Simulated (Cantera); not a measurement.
# Adiabatic ignition

An adiabatic, constant-volume homogeneous reactor starts with 6.61 % C2H4, 18.0 % O2, 68.1 % N2, 7.27 % CO2, equivalence ratio 1.1, at 1300 K and 3230 Torr.

Detailed kinetics in Cantera: GRI-Mech 3.0 (53 species, 325 reactions). GRI-Mech 3.0 was tuned for natural gas; its chemistry of ethylene as a main component is partial and can be far from experiment.

```csv
t (s),T (K),P (bar),x C2H4,x O2,x CO2,x CO,x CH2,x C2H,x OH
3.00e-6,1300,4.30,0.0661,0.180,0.0727,2.64e-10,<1e-12,<1e-12,1.10e-11
7.57e-6,1300,4.30,0.0661,0.180,0.0727,1.58e-9,<1e-12,<1e-12,3.00e-11
1.91e-5,1300,4.30,0.0661,0.180,0.0727,1.55e-8,<1e-12,<1e-12,1.80e-10
4.82e-5,1300,4.30,0.0661,0.180,0.0727,1.30e-6,<1e-12,<1e-12,1.43e-8
0.000122,2973,10.4,<1e-12,0.0198,0.116,0.0776,<1e-12,<1e-12,0.0159
0.000307,2958,10.3,<1e-12,0.0173,0.116,0.0782,<1e-12,<1e-12,0.0149
0.000775,2955,10.3,<1e-12,0.0168,0.116,0.0784,<1e-12,<1e-12,0.0147
0.00195,2955,10.3,<1e-12,0.0168,0.116,0.0784,<1e-12,<1e-12,0.0147
0.00493,2955,10.3,<1e-12,0.0168,0.116,0.0784,<1e-12,<1e-12,0.0147
0.0124,2955,10.3,<1e-12,0.0168,0.116,0.0784,<1e-12,<1e-12,0.0147
0.0314,2955,10.3,<1e-12,0.0168,0.116,0.0784,<1e-12,<1e-12,0.0147
0.0793,2955,10.3,<1e-12,0.0168,0.116,0.0784,<1e-12,<1e-12,0.0147
0.200,2955,10.3,<1e-12,0.0168,0.116,0.0784,<1e-12,<1e-12,0.0147
```
x: mole fraction; the columns are a selection and need not sum to one.

```json
{
 "time_of_steepest_temperature_rise": "79.4 µs",
 "temperature at 0.200 s": "2955 K",
 "equilibrium_temperature": "2955 K",
 "x(C2H4) at 0.200 s": "<1e-12 (gas-phase equilibrium <1e-12)",
 "x(O2) at 0.200 s": "0.0168 (gas-phase equilibrium 0.0168)",
 "x(CO2) at 0.200 s": "0.116 (gas-phase equilibrium 0.116)"
}
```
